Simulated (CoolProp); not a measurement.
Vapour-liquid equilibrium of R143a (1) + n-butane (2) at 17.85 °C; x and y are mole fractions of (1).

Model: multi-fluid Helmholtz-energy mixture model, Lemmon and Jacobsen 2000 and Bücker 2006; pair parameters Bell 2016, in CoolProp.

```json
[
 {"x": "0.05", "bubble pressure (MPa)": "0.3303", "y at the bubble point": "0.415", "dew pressure at overall composition x (MPa)": "0.2039", "liquid density (mol/L)": "10.04"},
 {"x": "0.125", "bubble pressure (MPa)": "0.4833", "y at the bubble point": "0.608", "dew pressure at overall composition x (MPa)": "0.2215", "liquid density (mol/L)": "10.10"},
 {"x": "0.2", "bubble pressure (MPa)": "0.5906", "y at the bubble point": "0.687", "dew pressure at overall composition x (MPa)": "0.2423", "liquid density (mol/L)": "10.16"},
 {"x": "0.275", "bubble pressure (MPa)": "0.6674", "y at the bubble point": "0.730", "dew pressure at overall composition x (MPa)": "0.2672", "liquid density (mol/L)": "10.23"},
 {"x": "0.35", "bubble pressure (MPa)": "0.7247", "y at the bubble point": "0.759", "dew pressure at overall composition x (MPa)": "0.2977", "liquid density (mol/L)": "10.29"},
 {"x": "0.425", "bubble pressure (MPa)": "0.7704", "y at the bubble point": "0.782", "dew pressure at overall composition x (MPa)": "0.3358", "liquid density (mol/L)": "10.36"},
 {"x": "0.5", "bubble pressure (MPa)": "0.8096", "y at the bubble point": "0.801", "dew pressure at overall composition x (MPa)": "0.3845", "liquid density (mol/L)": "10.44"},
 {"x": "0.575", "bubble pressure (MPa)": "0.8458", "y at the bubble point": "0.820", "dew pressure at overall composition x (MPa)": "0.4488", "liquid density (mol/L)": "10.53"},
 {"x": "0.65", "bubble pressure (MPa)": "0.8811", "y at the bubble point": "0.841", "dew pressure at overall composition x (MPa)": "0.5364", "liquid density (mol/L)": "10.63"},
 {"x": "0.725", "bubble pressure (MPa)": "0.9165", "y at the bubble point": "0.864", "dew pressure at overall composition x (MPa)": "0.6575", "liquid density (mol/L)": "10.75"},
 {"x": "0.8", "bubble pressure (MPa)": "0.9523", "y at the bubble point": "0.892", "dew pressure at overall composition x (MPa)": "0.8072", "liquid density (mol/L)": "10.90"},
 {"x": "0.875", "bubble pressure (MPa)": "0.9879", "y at the bubble point": "0.925", "dew pressure at overall composition x (MPa)": "0.9313", "liquid density (mol/L)": "11.06"},
 {"x": "0.95", "bubble pressure (MPa)": "1.022", "y at the bubble point": "0.967", "dew pressure at overall composition x (MPa)": "1.010", "liquid density (mol/L)": "11.26"}
]
```

No azeotrope shows between x = 0.05 and 0.95.

The pair parameters rest on a limited set of measurements; away from them the model extrapolates. With so large a gap from Raoult's law the liquid may split in two, which this calculation doesn't test in full.
